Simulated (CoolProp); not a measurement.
The numbers come from the reference Helmholtz-energy equation of state, Schroeder 2014 in CoolProp.

Task: Give the vapour pressure (kPa), liquid density (kg/m³), liquid cp (kJ/(kg K)), surface tension (mN/m) of saturated ethanol at 456.1 K.

Result: 
| T (K) | p (kPa) | liquid density (kg/m³) | liquid cp (kJ/(kg K)) | surface tension (mN/m) |
|---|---|---|---|---|
| 456.1 | 2110 | 592 | 4.30 | 6.25 |

Surface tension comes from a separate correlation (Mulero 2012).
